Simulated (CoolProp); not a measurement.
Vapour-liquid equilibrium of hydrogen chloride (1) + propane (2) at 270.8 K; x and y are mole fractions of (1).

Computed with CoolProp (multi-fluid Helmholtz-energy mixture model, Thol 2018 and Lemmon 2009; pair parameters Bell 2016).

```json
[
 {"x": "0.05", "bubble pressure (kPa)": "626.7", "y at the bubble point": "0.299", "dew pressure at overall composition x (kPa)": "464.6", "liquid density (mol/L)": "12.37"},
 {"x": "0.2", "bubble pressure (kPa)": "1109", "y at the bubble point": "0.623", "dew pressure at overall composition x (kPa)": "551.0", "liquid density (mol/L)": "13.41"},
 {"x": "0.35", "bubble pressure (kPa)": "1473", "y at the bubble point": "0.736", "dew pressure at overall composition x (kPa)": "674.1", "liquid density (mol/L)": "14.62"},
 {"x": "0.5", "bubble pressure (kPa)": "1746", "y at the bubble point": "0.800", "dew pressure at overall composition x (kPa)": "862.6", "liquid density (mol/L)": "16.10"},
 {"x": "0.65", "bubble pressure (kPa)": "1969", "y at the bubble point": "0.849", "dew pressure at overall composition x (kPa)": "1181", "liquid density (mol/L)": "17.99"},
 {"x": "0.8", "bubble pressure (kPa)": "2173", "y at the bubble point": "0.902", "dew pressure at overall composition x (kPa)": "1746", "liquid density (mol/L)": "20.55"},
 {"x": "0.95", "bubble pressure (kPa)": "2371", "y at the bubble point": "0.970", "dew pressure at overall composition x (kPa)": "2321", "liquid density (mol/L)": "24.16"}
]
```

No azeotrope shows between x = 0.05 and 0.95.

Pair parameters are fitted to limited data, so mixtures are less certain than the pure fluids.
